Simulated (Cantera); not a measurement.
## HMDSO + H2O + H2 + N2O (silicon oxide and oxynitride deposition)

Charge: 1 mol HMDSO, 0.22 mol H2O, a varied amount of H2, 31 mol N2O, at 1123 K and 540 Torr.

These are equilibrium values from Cantera (NASA tables, ideal gas, pure condensed phases), not measurements of a reactor. Candidate condensed phases: C, C6H6, C7H8, C8H18, H2O, Si, SiC, SiO2, Si2N2O, Si3N4; 151 gas species. The feed counts by its element totals alone. The numbers say what is thermodynamically allowed, not how fast it happens.

From 1.2 mol H2 to 70 mol H2 the condensed part is SiO2(β-quartz).

| n(H2) (mol) | x N2 | x H2 | x H2O | x CO2 | x O2 | x CO | n SiO2(β-quartz) |
|---|---|---|---|---|---|---|---|
| 1.2 | 0.616 | 2.34e-9 | 0.207 | 0.119 | 0.0576 | 1.47e-9 | 2.00 |
| 1.7 | 0.613 | 2.56e-9 | 0.216 | 0.119 | 0.0524 | 1.54e-9 | 2.00 |
| 2.4 | 0.609 | 2.91e-9 | 0.228 | 0.118 | 0.0451 | 1.64e-9 | 2.00 |
| 3.4 | 0.603 | 3.56e-9 | 0.245 | 0.117 | 0.0350 | 1.85e-9 | 2.00 |
| 4.7 | 0.595 | 4.88e-9 | 0.267 | 0.115 | 0.0221 | 2.30e-9 | 2.00 |
| 6.6 | 0.585 | 1.32e-8 | 0.298 | 0.113 | 0.00377 | 5.46e-9 | 2.00 |
| 9.3 | 0.558 | 0.0307 | 0.303 | 0.0973 | <1e-12 | 0.0108 | 2.00 |
| 13 | 0.523 | 0.0786 | 0.297 | 0.0786 | <1e-12 | 0.0227 | 2.00 |
| 18 | 0.483 | 0.139 | 0.285 | 0.0610 | <1e-12 | 0.0325 | 2.00 |
| 26 | 0.429 | 0.223 | 0.264 | 0.0432 | <1e-12 | 0.0399 | 2.00 |
| 36 | 0.377 | 0.310 | 0.240 | 0.0303 | <1e-12 | 0.0427 | 2.00 |
| 50 | 0.322 | 0.405 | 0.211 | 0.0201 | <1e-12 | 0.0422 | 2.00 |
| 70 | 0.267 | 0.503 | 0.179 | 0.0127 | <1e-12 | 0.0390 | 2.00 |
x: gas mole fraction; n: condensed amount in mol.
